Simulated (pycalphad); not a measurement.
**Phase fractions of Sn-8.695Si (wt.%)**

Source of the numbers: pycalphad with the COST 507 light-alloy database (1999); pressure 1 atm. These are 1990s assessments: newer ones move some temperatures and phases. Amounts are mole fractions of atoms.

| T (K) | liquid | diamond (Si) | bct (Sn) |
|---|---|---|---|
| 1600 | 1.000 | - | - |
| 1500 | 0.852 | 0.148 | - |
| 1400 | 0.771 | 0.229 | - |
| 1300 | 0.741 | 0.259 | - |
| 1200 | 0.726 | 0.274 | - |
| 1100 | 0.719 | 0.281 | - |
| 1000 | 0.716 | 0.284 | - |
| 900 | 0.714 | 0.286 | - |
| 800 | 0.713 | 0.287 | - |
| 700 | 0.713 | 0.287 | - |
| 600 | 0.713 | 0.287 | - |
| 500 | - | 0.287 | 0.713 |
